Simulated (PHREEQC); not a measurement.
Dissolve 100 mmol/kgw HF, 6.1 mmol/kgw NH4HF2 and 26 mmol/kgw H2SiF6 at 25 °C. Closed to the air; pH follows from the charge balance.

All values are PHREEQC results (ion-association model, phreeqc.dat), not measurements.

| quantity | before | after |
|---|---|---|
| pH | 1.39 | 1.60 |
| ionic strength (mol/kgw) | 0.0813 | 0.0863 |
| HF (mol/kgw) | 0.108 | 0.150 |
| F- (mol/kgw) | 0.00230 | 0.00531 |
| HF2- (mol/kgw) | 0.000953 | 0.00304 |
| NH3 (mol/kgw) | 6.35e-11 | 5.20e-10 |
| SI of Quartz (SiO2) | -6.15 | -7.45 |

**Question.** Name the change that produced these shifts.
(A) 0.0015 mol/kgw NaHCO3 added
(B) H2SiF6 from 0.026 to 0.0234 mol/kgw
(C) NH4HF2 from 0.0061 to 0.0305 mol/kgw
(D) HF left out

**Answer.** C, NH4HF2 from 0.0061 to 0.0305 mol/kgw

Precipitation was switched off in this run. SiF6-2 is the database's only silicon fluoride.
